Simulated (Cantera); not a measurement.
Input (Python, Cantera) and output of one run.

```python
import numpy as np
import cantera as ct

gas_names = """
    CL CL2 H HCL H2 Mg MgCL MgCL2 MgH MgN Mg2 N NH NH2 NH3 N2 N2H2 N2H4
""".split()
cond_names = """
    Mg(cr) Mg(L) MgCL2(s) MgCL2(L) NH4CL(a) NH4CL(b)
""".split()


def load(file, names, dense=False):
    # The tables refer to 1 bar. Condensed volumes are neglected.
    table = {s.name: s for s in ct.Species.list_from_file(file)}
    out = []
    for n in names:
        d = dict(table[n].input_data)
        d["thermo"] = dict(d["thermo"], **{"reference-pressure": 1e5})
        if dense:
            d["equation-of-state"] = {"model": "constant-volume", "density": "1e6 g/cm^3"}
        out.append(ct.Species.from_dict(d))
    return out


gas = ct.Solution(thermo="ideal-gas", species=load("nasa_gas.yaml", gas_names))
cond = {s.name: ct.Solution(thermo="fixed-stoichiometry", species=[s], name=s.name)
        for s in load("nasa_condensed.yaml", cond_names, dense=True)}
atoms = {
    'MgCl2': {'Mg': 1, 'CL': 2},
    'H2': {'H': 2},
    'N2': {'N': 2},
}
top_T = {}  # K; cautious upper limits of use, not melting points


def equilibrate(T, P, feed):
    n = {}
    for name, mol in feed.items():
        for a, k in atoms[name].items():
            n[a] = n.get(a, 0.0) + k * mol
    gas.TPX = T, P, n
    mass = sum(n.values()) * gas.mean_molecular_weight
    gas.equilibrate("TP")
    valid = [c for c in cond.values() if c.min_temp <= T <= top_T.get(c.name, c.max_temp)]
    mix = ct.Mixture([(gas, mass / gas.mean_molecular_weight)] + [(c, 0.0) for c in valid])
    mix.T, mix.P = T, P
    mix.equilibrate("TP", solver="vcs", rtol=1e-11, max_steps=5000)
    return mix


results = []
feed = {'MgCl2': 1, 'H2': 11, 'N2': 0.17}  # mol
T = 1525  # K
for P in [0.1, 1.6, 25, 400, 6300, 100000]:
    mix = equilibrate(T, P, feed)
    results.append((T, P, feed, dict(zip(mix.species_names, mix.species_moles))))

top = {s: max(r[3][s] / sum(r[3][g] for g in gas_names) for r in results) for s in gas_names}
cols = sorted((s for s in top if top[s] > 1e-05), key=lambda s: -top[s])[:7]
seen = [c for c in cond_names if any(r[3].get(c, 0) > 1e-12 for r in results)]
print("log10 of partial pressures in bar; condensed amounts in mol")
print(f"{'P/Pa':>10s}" + "".join(f"{s[:9]:>10s}" for s in cols + seen))
for T, P, feed, n in results:
    ng = sum(n[g] for g in gas_names)
    print(f"{P:10.4g}" + "".join(f"{np.log10(max(n[s] / ng * P / 1e5, 1e-99)):10.3f}" for s in cols)
          + "".join(f"{n.get(c, 0):10.4g}" for c in seen))
```

Result:

```
log10 of partial pressures in bar; condensed amounts in mol
      P/Pa        H2       HCL     MgCL2        Mg         H        N2        CL
       0.1    -6.123    -6.867    -8.220    -7.160    -7.688    -7.892    -8.528
       1.6    -4.888    -5.819    -6.318    -6.120    -7.070    -6.673    -8.096
        25    -3.669    -4.923    -4.854    -5.229    -6.461    -5.468    -7.810
       400    -2.452    -4.081    -3.548    -4.391    -5.852    -4.257    -7.577
      6300    -1.249    -3.265    -2.312    -3.582    -5.250    -3.057    -7.363
     1e+05    -0.046    -2.455    -1.096    -2.783    -4.649    -1.856    -7.154
```

Method: chemical equilibrium by Gibbs-energy minimisation in Cantera with the NASA 1993 tables (ideal gas, pure condensed phases). The tables' values for MgH are old estimates; treat these amounts as uncertain.
